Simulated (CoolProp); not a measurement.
The fluid at 293.15 K and 0.226 MPa is compressed adiabatically to 1.35 MPa with isentropic efficiency 1. The same conditions are run with several fluids, on thermodynamics alone (safety and materials aside).

Model: reference Helmholtz-energy equation of state of each fluid (isobutane: Bücker 2006; C3F8 (R218): Lemmon 2006; carbon dioxide: Span 1996; dimethyl ether: Wu 2011; R404A: Lemmon 2003), in CoolProp. Blends and air are pseudo-pure fits.

```
fluid           work (kJ/kg)  final temperature (K)                       final phase  final density (kg/m³)
--------------  ------------  ---------------------  --------------------------------  ---------------------
isobutane               70.4                  353.4  two-phase, vapour fraction 0.990                   36.2
C3F8 (R218)             21.6                  332.7                               gas                    121
carbon dioxide           119                  429.0                               gas                   17.0
dimethyl ether             …                  370.3                               gas                   23.2
R404A                      …                      …                               gas                      …
```

**Question.** Complete the blanks.

**Answer.** 
- dimethyl ether, work (kJ/kg): 98.1
- R404A, work (kJ/kg): 45.3
- R404A, final temperature (K): 354.5
- R404A, final density (kg/m³): 51.4
